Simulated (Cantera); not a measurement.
An isothermal, constant-pressure homogeneous reactor starts with 8.33 % CH₄, 91.7 % N₂, at 1750 K and 1330 Pa.

Cantera simulation using GRI-Mech 3.0 (53 species, 325 reactions); the numbers are that mechanism's predictions, not measurements. GRI-Mech 3.0 stops at C3 and has no aromatics, soot or wall deposition, so with more carbon than oxygen in the feed, carbon stays in small species such as C2H2 where larger ones or solid carbon would form. Radical loss at walls, strong at low pressure, is not modelled.

x: mole fraction; the columns are a selection and need not sum to one.

| t (s) | x CH₄ | x CH₃ | x C₂H₂ | x C₂H₄ | x HCN | x CH₂ | x H₂ |
|---|---|---|---|---|---|---|---|
| 0.000200 | 0.0833 | [?] | <1e-12 | 2.61e-10 | <1e-12 | 1.24e-10 | 4.93e-6 |
| 0.000796 | 0.0833 | [?] | 1.24e-10 | 2.76e-8 | <1e-12 | 1.59e-9 | 2.18e-5 |
| 0.00317 | 0.0831 | [?] | 3.77e-8 | 1.97e-6 | 2.84e-12 | 2.09e-8 | 9.25e-5 |
| 0.0126 | 0.0823 | [?] | 1.03e-5 | 0.000119 | 1.31e-10 | 2.73e-7 | 0.000620 |
| 0.0502 | 0.0689 | [?] | 0.00246 | 0.00334 | 3.92e-8 | 2.13e-6 | 0.0151 |
| 0.200 | 0.0233 | [?] | 0.0266 | 0.000618 | 1.53e-6 | 1.80e-6 | 0.0815 |
| 0.796 | 0.00381 | [?] | 0.0365 | 2.43e-5 | 7.54e-6 | 7.83e-7 | 0.110 |
| 3.17 | 0.000358 | [?] | 0.0383 | 2.32e-6 | 2.26e-5 | 2.07e-7 | 0.115 |
| 12.6 | 4.52e-5 | [?] | 0.0384 | 1.96e-6 | 4.11e-5 | 3.49e-8 | 0.115 |
| 50.2 | 8.93e-6 | [?] | 0.0384 | 1.95e-6 | 5.44e-5 | 6.97e-9 | 0.115 |
| 200 | 5.48e-6 | [?] | 0.0384 | 1.95e-6 | 7.10e-5 | 4.28e-9 | 0.115 |

Question: Complete the blanks.

Answer: 
- 0.000200, x CH₃: 1.06e-5
- 0.000796, x CH₃: 4.41e-5
- 0.00317, x CH₃: 0.000177
- 0.0126, x CH₃: 0.000694
- 0.0502, x CH₃: 0.00197
- 0.200, x CH₃: 0.000980
- 0.796, x CH₃: 0.000244
- 3.17, x CH₃: 3.74e-5
- 12.6, x CH₃: 5.44e-6
- 50.2, x CH₃: 1.08e-6
- 200, x CH₃: 6.63e-7
